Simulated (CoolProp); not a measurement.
Vapour-liquid equilibrium of n-butane (1) + trans-2-butene (2) at 237.3 K; x and y are mole fractions of (1).

Values from CoolProp's multi-fluid Helmholtz-energy mixture model, Bücker 2006 and Lemmon 2005; pair parameters Bell 2016.

Task: Give the bubble pressure and the first vapour's composition at x = 0.2, 0.35, 0.5. Is there an azeotrope?

Result: x = 0.2: 0.2002 bar, y = 0.222; x = 0.35: 0.2037 bar, y = 0.372; x = 0.5: 0.2061 bar, y = 0.517. No azeotrope shows between x = 0.05 and 0.95.

Pair parameters are fitted to limited data, so mixtures are less certain than the pure fluids.
